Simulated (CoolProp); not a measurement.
Saturation properties of dimethyl carbonate.

Values from CoolProp's reference Helmholtz-energy equation of state, Zhou 2011.

```tsv
T (°C)	p (MPa)	liquid density (kg/m³)	vapour density (kg/m³)	enthalpy of vaporisation (kJ/kg)	liquid cp (kJ/(kg K))
123.15	0.2620	925.3	7.605	351.6	2.048
127.25	0.2911	919.0	8.402	348.4	2.061
131.35	0.3226	912.6	9.264	345.2	2.073
135.45	0.3566	906.2	10.19	341.9	2.086
139.55	0.3934	899.8	11.20	338.6	2.099
143.75	0.4340	893.1	12.30	335.1	2.112
147.85	0.4766	886.4	13.47	331.7	2.126
151.95	0.5224	879.7	14.72	328.2	2.140
156.05	0.5714	873.0	16.06	324.6	2.154
```

It boils at 90.1 °C under 1 atm.
